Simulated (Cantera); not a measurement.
A closed system holds: 1 mol Pb, 0.084 mol H₂O, 78 mol N₂, held at 1.00 Torr.

Cantera equilibrium calculation (NASA polynomials, part measured and part estimated; ideal gas, pure solids and liquids). Candidate condensed phases: H₂O, Pb, PbO, PbO₂, Pb₃O₄; 27 gas species. Equilibrium is a limit: real reactors are often held back by kinetics, nucleation or transport. All values below are at 827 °C.

Base state: N₂ 0.986, Pb 0.0126, H₂O 0.00105, PbO 1.18e-5, H₂ 1.18e-5 (mole fractions); condensed: gas only.

Task: What changes in the equilibrium state with this change: pressure from 1.00 Torr to 458 Torr?

Result: 
| species | before | after |
|---|---|---|
| N₂ | 0.986 | 0.999 |
| H₂O | 0.00105 | 0.00107 |
| Pb | 0.0126 | 0.000199 |
| PbO | 1.18e-5 | 1.50e-6 |
| H₂ | 1.18e-5 | 1.50e-6 |
| Pb(l), mol | 0 | 0.984 |
